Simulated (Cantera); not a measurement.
A closed system holds: 1 mol SiHCl3, 0.63 mol N2, 21 mol H2, equilibrated at 998 K and 0.133 bar.

Method: chemical equilibrium by Gibbs-energy minimisation in Cantera with the NASA 1993 tables (ideal gas, pure condensed phases). Candidate condensed phases: NH4Cl, Si, Si3N4; 28 gas species. N2 is the only nitrogen source here; it is nearly inert below about 1500 K, so the nitride shown seldom forms there in practice. The numbers say what is thermodynamically allowed, not how fast it happens.

Base state: H2 0.880, HCl 0.116, SiCl4 0.00365, N2 0.000969, SiHCl3 0.000193 (mole fractions); condensed: Si3N4(s).

Q: What changes in the equilibrium state with this change: N2 from 0.63 to 83 mol?

A: 
```
species          before    after
-------------  --------  -------
N2             0.000969    0.782
H2                0.880    0.190
HCl               0.116   0.0285
SiCl4           0.00365  3.32e-6
SiHCl3         0.000193  1.54e-7
Si3N4(s), mol     0.304    0.333
```
